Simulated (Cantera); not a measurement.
A perfectly stirred reactor is fed with CH₄ : CO : O₂ : N₂ = 1 : 0.44 : 2.02 : 7.59 (molar parts), at 10.0 bar; it is adiabatic with a 400 K inlet, and is followed from long to short residence time, starting on the burning branch (τ in s: 0.051, 0.025, 0.012, 0.0061, 0.003, 0.0015, 0.00074, 0.00037, 0.00018, 8.9e-05).

Cantera simulation using GRI-Mech 3.0 (53 species, 325 reactions); the numbers are that mechanism's predictions, not measurements.

x: mole fraction; the columns are a selection and need not sum to one.

| τ (s) | T (K) | x CH₄ | x CO | x O₂ | x H₂O | x NO | x N₂O | x C₂H₂ |
|---|---|---|---|---|---|---|---|---|
| 0.051 | 2329 | 3.71e-6 | 0.0292 | 0.000352 | 0.172 | 0.000502 | 1.00e-7 | 3.80e-9 |
| 0.025 | 2327 | 6.58e-6 | 0.0293 | 0.000447 | 0.171 | 0.000486 | 1.11e-7 | 1.11e-8 |
| 0.012 | 2323 | 1.12e-5 | 0.0296 | 0.000618 | 0.171 | 0.000468 | 1.28e-7 | 2.91e-8 |
| 0.0061 | 2318 | 1.75e-5 | 0.0300 | 0.000874 | 0.171 | 0.000454 | 1.51e-7 | 6.21e-8 |
| 0.0030 | 2309 | 2.70e-5 | 0.0306 | 0.00129 | 0.170 | 0.000439 | 1.84e-7 | 1.24e-7 |
| 0.0015 | 2297 | (withheld) | 0.0316 | (withheld) | 0.169 | 0.000422 | (withheld) | (withheld) |
| 0.00074 | 2280 | 6.36e-5 | 0.0329 | 0.00281 | 0.168 | 0.000397 | 2.66e-7 | 4.02e-7 |
| 0.00037 | 2258 | (withheld) | 0.0347 | (withheld) | 0.167 | (withheld) | (withheld) | (withheld) |
| 0.00018 | 2227 | 0.000164 | 0.0373 | 0.00589 | 0.165 | 0.000314 | 3.49e-7 | 1.27e-6 |
| 8.9e-5 | 2187 | 0.000283 | 0.0407 | 0.00840 | 0.163 | 0.000254 | 3.76e-7 | 2.44e-6 |

Some entries are withheld; supply them.


- 0.0015, x CH₄: 4.11e-5
- 0.0015, x O₂: 0.00191
- 0.0015, x N₂O: 2.22e-7
- 0.0015, x C₂H₂: 2.26e-7
- 0.00037, x CH₄: 9.95e-5
- 0.00037, x O₂: 0.00407
- 0.00037, x NO: 0.000362
- 0.00037, x N₂O: 3.09e-7
- 0.00037, x C₂H₂: 7.00e-7
